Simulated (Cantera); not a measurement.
A perfectly stirred reactor is fed with CH₄ : H₂ : O₂ : N₂ = 1 : 0.85 : 2.58 : 9.7 (molar parts), equivalence ratio 0.94, at 101000 Pa; it is adiabatic with a 500 K inlet, and is followed from long to short residence time, starting on the burning branch (τ in s: 0.047, 0.024, 0.012, 0.0059, 0.003, 0.0015, 0.00075, 0.00037, 0.00019, 9.4e-05, 4.7e-05).

Model: GRI-Mech 3.0 (53 species, 325 reactions), integrated in Cantera.

One state of this run: T (K) = 2270; x CH₄ = 1.01e-5; x H₂ = 0.00582; x O₂ = 0.0169; x CH₂CO = 2.06e-9; x C₂H₂ = 1.92e-9. x: mole fraction; the columns are a selection and need not sum to one.

### Question
Which value of τ (s) does it belong to?
A) 0.012
B) 0.00075
C) 0.024
D) 0.0030

### Answer
A, 0.012
